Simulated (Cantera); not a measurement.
## Ammonia decomposition in nitride growth gas

An isothermal, constant-pressure homogeneous reactor starts with 21.3 % NH3, 78.7 % H2, at 1750 K and 1.01 bar.

Detailed kinetics in Cantera: the gas-phase N/H chemistry of the illustrative SiF4/NH3 mechanism in the Surface Chemkin manual (1991). Walls and surfaces, which speed up NH3 decomposition in real reactors, are not modelled.

| t (s) | x NH3 | x H2 | x H | x N2 | x NH2 | x N2H4 | x N |
|---|---|---|---|---|---|---|---|
| 5.00e-5 | 0.213 | 0.787 | 6.01e-6 | 1.45e-10 | 4.24e-6 | 8.52e-11 | 3.19e-12 |
| 0.000136 | 0.213 | 0.787 | 1.63e-5 | 1.01e-8 | 1.15e-5 | 6.32e-10 | 6.49e-11 |
| 0.000368 | 0.213 | 0.787 | 4.31e-5 | 4.24e-7 | 3.04e-5 | 4.46e-9 | 1.21e-9 |
| 0.00100 | 0.213 | 0.787 | 9.81e-5 | 1.00e-5 | 6.91e-5 | 2.31e-8 | 1.42e-8 |
| 0.00271 | 0.212 | 0.787 | 0.000132 | 9.56e-5 | 9.26e-5 | 4.14e-8 | 3.38e-8 |
| 0.00737 | 0.212 | 0.788 | 0.000133 | 0.000375 | 9.31e-5 | 4.19e-8 | 3.46e-8 |
| 0.0200 | 0.210 | 0.789 | 0.000133 | 0.00113 | 9.25e-5 | 4.14e-8 | 3.46e-8 |
| 0.0543 | 0.205 | 0.792 | 0.000134 | 0.00312 | 9.08e-5 | 3.99e-8 | 3.43e-8 |
| 0.147 | 0.193 | 0.799 | 0.000138 | 0.00816 | 8.66e-5 | 3.63e-8 | 3.37e-8 |
| 0.400 | 0.165 | 0.815 | 0.000145 | 0.0197 | 7.66e-5 | 2.83e-8 | 3.20e-8 |
| 1.09 | 0.115 | 0.844 | 0.000161 | 0.0402 | 5.72e-5 | 1.58e-8 | 2.76e-8 |
| 2.95 | 0.0580 | 0.878 | 0.000186 | 0.0638 | 3.19e-5 | 4.93e-9 | 1.91e-8 |
| 8.00 | 0.0218 | 0.899 | 0.000207 | 0.0787 | 1.31e-5 | 8.27e-10 | 9.39e-9 |
x: mole fraction; the columns are a selection and need not sum to one.

Equilibrium at this temperature and pressure: NH3 8.41e-6, H2 0.912, H 0.000222, N2 0.0877, NH2 5.34e-9, N2H4 <1e-12, N 4.29e-12 (gas phase only).
